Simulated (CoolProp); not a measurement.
Properties of R124 along the isotherm 403.5 K.

Values from CoolProp's reference Helmholtz-energy equation of state, de Vries 1995.

```json
[
 {"p (bar)": "3.62", "phase": "gas", "density (kg/m³)": "15.23", "cp (kJ/(kg K))": "0.8834", "speed of sound (m/s)": "158.1", "expansivity (1/kK)": "2.779", "viscosity (µPa s)": "17.4"},
 {"p (bar)": "7.25", "phase": "gas", "density (kg/m³)": "31.62", "cp (kJ/(kg K))": "0.9037", "speed of sound (m/s)": "153.4", "expansivity (1/kK)": "3.143", "viscosity (µPa s)": "17.5"},
 {"p (bar)": "10.9", "phase": "gas", "density (kg/m³)": "49.48", "cp (kJ/(kg K))": "0.9284", "speed of sound (m/s)": "148.3", "expansivity (1/kK)": "3.594", "viscosity (µPa s)": "17.6"},
 {"p (bar)": "14.5", "phase": "gas", "density (kg/m³)": "68.73", "cp (kJ/(kg K))": "0.9587", "speed of sound (m/s)": "143.1", "expansivity (1/kK)": "4.156", "viscosity (µPa s)": "17.8"},
 {"p (bar)": "18.1", "phase": "gas", "density (kg/m³)": "90.06", "cp (kJ/(kg K))": "0.9976", "speed of sound (m/s)": "…", "expansivity (1/kK)": "4.885", "viscosity (µPa s)": "18.0"},
 {"p (bar)": "21.7", "phase": "gas", "density (kg/m³)": "114.1", "cp (kJ/(kg K))": "1.050", "speed of sound (m/s)": "…", "expansivity (1/kK)": "5.871", "viscosity (µPa s)": "18.4"},
 {"p (bar)": "25.4", "phase": "gas", "density (kg/m³)": "142.6", "cp (kJ/(kg K))": "1.126", "speed of sound (m/s)": "124.4", "expansivity (1/kK)": "7.330", "viscosity (µPa s)": "19.0"},
 {"p (bar)": "29", "phase": "gas", "density (kg/m³)": "175.9", "cp (kJ/(kg K))": "1.241", "speed of sound (m/s)": "117.0", "expansivity (1/kK)": "9.553", "viscosity (µPa s)": "19.8"},
 {"p (bar)": "32.6", "phase": "gas", "density (kg/m³)": "218.3", "cp (kJ/(kg K))": "1.447", "speed of sound (m/s)": "108.6", "expansivity (1/kK)": "13.52", "viscosity (µPa s)": "21.1"},
 {"p (bar)": "36.2", "phase": "gas", "density (kg/m³)": "278.4", "cp (kJ/(kg K))": "1.922", "speed of sound (m/s)": "98.77", "expansivity (1/kK)": "22.71", "viscosity (µPa s)": "23.5"},
 {"p (bar)": "39.9", "phase": "supercritical", "density (kg/m³)": "400.4", "cp (kJ/(kg K))": "4.190", "speed of sound (m/s)": "86.91", "expansivity (1/kK)": "…", "viscosity (µPa s)": "30.2"},
 {"p (bar)": "43.5", "phase": "supercritical", "density (kg/m³)": "680.1", "cp (kJ/(kg K))": "4.303", "speed of sound (m/s)": "97.27", "expansivity (1/kK)": "61.80", "viscosity (µPa s)": "53.6"},
 {"p (bar)": "47.1", "phase": "supercritical", "density (kg/m³)": "776.6", "cp (kJ/(kg K))": "2.506", "speed of sound (m/s)": "126.1", "expansivity (1/kK)": "25.49", "viscosity (µPa s)": "64.0"},
 {"p (bar)": "50.7", "phase": "supercritical", "density (kg/m³)": "823.5", "cp (kJ/(kg K))": "2.067", "speed of sound (m/s)": "147.0", "expansivity (1/kK)": "17.13", "viscosity (µPa s)": "69.6"},
 {"p (bar)": "54.4", "phase": "supercritical", "density (kg/m³)": "856.0", "cp (kJ/(kg K))": "1.857", "speed of sound (m/s)": "164.2", "expansivity (1/kK)": "13.28", "viscosity (µPa s)": "…"}
]
```

Question: Some entries are withheld; supply them.

Answer: 
- 18.1, speed of sound (m/s): 137.4
- 21.7, speed of sound (m/s): 131.3
- 39.9, expansivity (1/kK): 66.50
- 54.4, viscosity (µPa s): 73.7

The peak of cp marks the crossing from liquid-like to gas-like fluid above the critical point.

Viscosity comes from a separate model (Bell 2016), an estimate that may be off by 10 % or more.
